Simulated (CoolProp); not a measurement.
A closed Brayton cycle with dry air: compressor inlet 313.15 K and 4.5 MPa, high pressure 12.9 MPa, turbine inlet 780 K, compressor efficiency 0.89, turbine efficiency 0.93, recuperator effectiveness 0 (on enthalpy, no pinch check). Each further row changes one setting.

Computed with CoolProp (reference Helmholtz-energy equation of state, Lemmon 2000). It is a pseudo-pure fit of the blend.

```
case                           thermal efficiency (%)  net work (kJ/kg)  compressor to turbine work  compressor exit (K)  turbine exit (K)
-----------------------------  ----------------------  ----------------  --------------------------  -------------------  ----------------
as stated                                        18.8              70.3                        0.64                438.1             600.9
turbine inlet 730 K                              18.1              57.5                        0.69                438.1             560.8
compressor inlet 323.15 K                        18.4              66.0                        0.66                451.8             600.9
high pressure 11 MPa                             16.6              65.7                        0.61                416.8             625.4
recuperator effectiveness 0.5                    24.4              70.3                        0.64                438.1             600.9
```
